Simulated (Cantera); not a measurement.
**Catalytic stagnation flow on Pt**

A jet of CH4 : O2 : N2 = 0.022 : 0.1 : 0.79 (molar parts) at 300 K and 143 Torr hits a platinum plate 5.8 cm away at a mass flux of 0.043 kg/m²/s; the plate temperature is set and raised in steps from an oxygen-covered start.

Cantera simulation using Deutschmann's 1995 Pt surface mechanism with GRI-Mech 3.0 gas chemistry; the numbers are that mechanism's predictions, not measurements. Catalytic surfaces can have several steady states; this one follows from the mechanism file's or the stated starting coverage.

```json
[
 {"plate T (K)": "900", "wall x CH4": "0.0119", "wall x O2": "0.0837", "wall x H2O": "0.0228", "wall x OH": "2.38e-8", "wall x CO": "4.27e-6", "wall x CO2": "0.0149", "θ free Pt": "0.177", "θ O*": "0.821", "θ OH*": "0.00167"},
 {"plate T (K)": "950", "wall x CH4": "0.00787", "wall x O2": "0.0752", "wall x H2O": "0.0302", "wall x OH": "7.14e-8", "wall x CO": "3.91e-6", "wall x CO2": "0.0198", "θ free Pt": "0.243", "θ O*": "0.755", "θ OH*": "0.00176"},
 {"plate T (K)": "1000", "wall x CH4": "0.00531", "wall x O2": "0.0698", "wall x H2O": "0.0349", "wall x OH": "1.88e-7", "wall x CO": "3.56e-6", "wall x CO2": "0.0229", "θ free Pt": "0.312", "θ O*": "0.687", "θ OH*": "0.00170"},
 {"plate T (K)": "1050", "wall x CH4": "0.00375", "wall x O2": "0.0665", "wall x H2O": "0.0377", "wall x OH": "4.44e-7", "wall x CO": "3.34e-6", "wall x CO2": "0.0248", "θ free Pt": "0.380", "θ O*": "0.618", "θ OH*": "0.00157"},
 {"plate T (K)": "1100", "wall x CH4": "0.00279", "wall x O2": "0.0645", "wall x H2O": "0.0394", "wall x OH": "9.55e-7", "wall x CO": "3.24e-6", "wall x CO2": "0.0259", "θ free Pt": "0.447", "θ O*": "0.552", "θ OH*": "0.00141"},
 {"plate T (K)": "1150", "wall x CH4": "0.00215", "wall x O2": "0.0633", "wall x H2O": "0.0404", "wall x OH": "1.90e-6", "wall x CO": "3.28e-6", "wall x CO2": "0.0265", "θ free Pt": "0.511", "θ O*": "0.488", "θ OH*": "0.00124"},
 {"plate T (K)": "1200", "wall x CH4": "0.00154", "wall x O2": "0.0626", "wall x H2O": "0.0411", "wall x OH": "3.59e-6", "wall x CO": "4.67e-6", "wall x CO2": "0.0268", "θ free Pt": "0.571", "θ O*": "0.428", "θ OH*": "0.00109"}
]
```
x: mole fraction at the wall; θ: surface coverage.
